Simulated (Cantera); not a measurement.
**Ammonia decomposition in nitride growth gas**

An isothermal, constant-pressure homogeneous reactor starts with NH3 : N2 = 1 : 0.17 (molar parts), at 1600 K and 3200 Pa.

Cantera simulation using the gas-phase N/H chemistry of the illustrative SiF4/NH3 mechanism in the Surface Chemkin manual (1991); the numbers are that mechanism's predictions, not measurements. Walls and surfaces, which speed up NH3 decomposition in real reactors, are not modelled.

```
t (s)     x NH3      x H     x NH2      x H2      x NH
--------  -----  -------  --------  --------  --------
0.000300  0.855  5.00e-9   7.23e-7   3.59e-7  4.93e-12
0.000705  0.855  5.00e-9   1.71e-6   8.51e-7  3.97e-11
0.00166   0.855  5.01e-9   4.01e-6   2.01e-6  3.23e-10
0.00389   0.855  5.10e-9   9.43e-6   4.75e-6   2.32e-9
0.00915   0.855  5.64e-9   2.21e-5   1.16e-5   1.37e-8
0.0215    0.855  8.98e-9   5.15e-5   3.36e-5   6.60e-8
0.0505    0.854  2.97e-8  0.000112  0.000158   2.39e-7
0.119     0.853  1.15e-7  0.000167  0.000901   4.40e-7
0.279     0.851  3.07e-7  0.000170   0.00313   4.81e-7
0.656     0.844  7.43e-7  0.000168   0.00838   5.24e-7
1.54      0.829  1.74e-6  0.000163    0.0205   5.94e-7
3.62      0.796  3.95e-6  0.000155    0.0477   6.75e-7
8.51      0.725  8.72e-6  0.000143     0.105   7.30e-7
20.0      0.594  1.84e-5  0.000123     0.211   7.25e-7
```
x: mole fraction; the columns are a selection and need not sum to one.

Equilibrium at this temperature and pressure: NH3 4.71e-7, H 0.000254, NH2 4.12e-10, H2 0.691, NH 1.13e-11 (gas phase only).
